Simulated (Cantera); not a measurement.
A Cantera script and what it prints.

```python
import numpy as np
import cantera as ct

gas_names = [...]  # 110 gases of nasa_gas.yaml made of C, F, H
cond_names = """
    C(gr) C6H6(L) C7H8(L) C8H18(L),n-octa
""".split()


# ... load() reads the species with a 1 bar reference pressure and builds the phases ...
atoms = {
    'CH3F': {'C': 1, 'H': 3, 'F': 1},
    'CH4': {'C': 1, 'H': 4},
}
top_T = {'C(gr)': 4500}  # K; cautious upper limits of use, not melting points


# ... equilibrate(T, P, feed) seeds the gas with the atoms and calls Mixture.equilibrate('TP', solver="vcs", rtol=1e-11, max_steps=5000) ...
results = []
feed = {'CH3F': 1, 'CH4': 0.13}  # mol
P = 13332.2  # Pa
for T in [2500, 2750, 3000, 3250, 3500, 3750, 4000, 4250, 4500, 4750, 5000]:
    mix = equilibrate(T, P, feed)
    results.append((T, P, feed, dict(zip(mix.species_names, mix.species_moles))))

top = {s: max(r[3][s] / sum(r[3][g] for g in gas_names) for r in results) for s in gas_names}
cols = sorted((s for s in top if top[s] > 1e-06), key=lambda s: -top[s])[:6]
seen = [c for c in cond_names if any(r[3].get(c, 0) > 1e-12 for r in results)]
print("log10 of partial pressures in bar; condensed amounts in mol")
print(f"{'T/K':>10s}" + "".join(f"{s[:9]:>10s}" for s in cols + seen))
for T, P, feed, n in results:
    ng = sum(n[g] for g in gas_names)
    print(f"{T:10.4g}" + "".join(f"{np.log10(max(n[s] / ng * P / 1e5, 1e-99)):10.3f}" for s in cols)
          + "".join(f"{n.get(c, 0):10.4g}" for c in seen))
```

Result:

```
log10 of partial pressures in bar; condensed amounts in mol
       T/K         H        H2        HF         C         F        C3     C(gr)
      2500    -2.182    -1.165    -1.240    -6.779    -4.937    -6.304     1.104
      2750    -1.777    -1.225    -1.258    -5.423    -4.233    -4.773     1.065
      3000    -1.475    -1.347    -1.292    -4.295    -3.629    -3.506    0.9788
      3250    -1.281    -1.575    -1.358    -3.342    -3.090    -2.441    0.6106
      3500    -1.176    -1.895    -1.463    -2.693    -2.615    -2.033         0
      3750    -1.113    -2.228    -1.583    -2.279    -2.203    -2.126         0
      4000    -1.087    -2.580    -1.790    -1.964    -1.913    -2.349         0
      4250    -1.081    -2.923    -2.088    -1.754    -1.756    -2.751         0
      4500    -1.081    -3.241    -2.428    -1.647    -1.685    -3.346         0
      4750    -1.082    -3.524    -2.765    -1.604    -1.654    -4.039         0
      5000    -1.081    -3.779    -3.082    -1.588    -1.640    -4.728         0
```

Cantera equilibrium calculation (NASA polynomials, part measured and part estimated; ideal gas, pure solids and liquids).
